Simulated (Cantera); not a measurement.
What does this Cantera script print?

```python
import numpy as np
import cantera as ct

gas = ct.Solution("gri30.yaml")
gas.TPX = 450, 940000, {'CH4': 1, 'CO': 0.4, 'O2': 1.83, 'N2': 6.89}
flame = ct.FreeFlame(gas, width=0.0083)
flame.set_refine_criteria(ratio=3, slope=0.08, curve=0.16)
flame.transport_model = "unity-Lewis-number"
flame.solve(loglevel=0, auto=True)
z, T = flame.grid, flame.T
thick = (T[-1] - T[0]) / np.gradient(T, z).max()
show = ['CH4', 'CO', 'O2', 'NO', 'C2H', 'H2O']
print(f"laminar burning velocity  {flame.velocity[0] * 100:.3f} cm/s")
print(f"burnt temperature         {T[-1]:.1f} K")
print(f"thermal thickness         {thick * 1e3:.4f} mm")
print(f"grid points               {len(z)}")
z0 = z[flame.heat_release_rate.argmax()]
print(f"{'z/mm':>9s}{'T/K':>9s}{'u/(m/s)':>9s}" + "".join(f"{s:>11s}" for s in show))
rows = []
for k in (-3, -2, -1.5, -1, -0.5, -0.25, 0, 0.25, 0.5, 1, 2, 4, 8):
    zz = z0 + k * thick
    rows.append([k * thick, np.interp(zz, z, T), np.interp(zz, z, flame.velocity),
                 *(np.interp(zz, z, flame.X[gas.species_index(s)]) for s in show)])
    print(f"{rows[-1][0] * 1e3:9.3f}{rows[-1][1]:9.1f}{rows[-1][2]:9.3f}" + "".join(f"{x:11.3e}" for x in rows[-1][3:]))
```

It prints:

```
laminar burning velocity  20.976 cm/s
burnt temperature         2280.2 K
thermal thickness         0.1068 mm
grid points               144
     z/mm      T/K  u/(m/s)        CH4         CO         O2         NO        C2H        H2O
   -0.320    451.9    0.211  9.871e-02  3.955e-02  1.807e-01  1.471e-08  4.453e-25  1.626e-04
   -0.214    461.7    0.215  9.818e-02  3.970e-02  1.798e-01  9.830e-08  1.127e-22  1.015e-03
   -0.160    497.2    0.232  9.626e-02  4.022e-02  1.767e-01  4.679e-07  3.015e-20  4.118e-03
   -0.107    673.5    0.315  8.641e-02  4.292e-02  1.608e-01  3.606e-06  3.170e-16  2.001e-02
   -0.053   1225.5    0.578  5.253e-02  5.223e-02  1.062e-01  2.645e-05  3.619e-11  7.473e-02
   -0.027   1655.7    0.787  2.475e-02  5.998e-02  6.070e-02  5.229e-05  1.019e-08  1.201e-01
    0.000   2055.6    0.984  2.870e-03  6.473e-02  1.747e-02  8.434e-05  6.425e-07  1.602e-01
    0.027   2190.6    1.046  4.595e-05  5.843e-02  3.580e-03  1.185e-04  1.312e-07  1.690e-01
    0.053   2229.9    1.062  1.088e-06  5.482e-02  1.378e-03  1.311e-04  5.675e-09  1.705e-01
    0.107   2258.8    1.073  1.122e-08  5.311e-02  4.426e-04  1.376e-04  7.832e-11  1.723e-01
    0.214   2273.9    1.079  1.752e-10  5.257e-02  1.155e-04  1.403e-04  8.243e-13  1.735e-01
    0.427   2279.1    1.081  6.504e-12  5.245e-02  4.078e-05  1.412e-04  1.386e-14  1.739e-01
    0.855   2280.1    1.081  1.858e-12  5.243e-02  2.972e-05  1.419e-04  2.236e-16  1.740e-01
```

Model: GRI-Mech 3.0 (53 species, 325 reactions), integrated in Cantera. Unity Lewis numbers drop preferential diffusion, which matters most where H2 and H carry the flame. Burning velocities carry a grid error of a few per cent, more on coarse grids.
